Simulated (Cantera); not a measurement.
An isothermal, constant-pressure homogeneous reactor starts with 0.936 % CO, 0.503 % O2, 0.0128 % H2O, 98.5 % N2, equivalence ratio 0.93, at 1000 K and 0.133 bar.

Model: GRI-Mech 3.0 (53 species, 325 reactions), integrated in Cantera.

Predict: x(CO) at 3.00 s; x(O2) at 3.00 s; x(H2O) at 3.00 s; x(O) at 3.00 s; x(N2O) at 3.00 s.


```json
{
 "x(CO) at 3.00 s": "0.00182 (gas-phase equilibrium 8.49e-11)",
 "x(O2) at 3.00 s": "0.00123 (gas-phase equilibrium 0.000346)",
 "x(H2O) at 3.00 s": "0.000100 (gas-phase equilibrium 0.000129)",
 "x(O) at 3.00 s": "8.08e-5 (gas-phase equilibrium 8.06e-12)",
 "x(N2O) at 3.00 s": "8.09e-8 (gas-phase equilibrium 4.81e-11)"
}
```
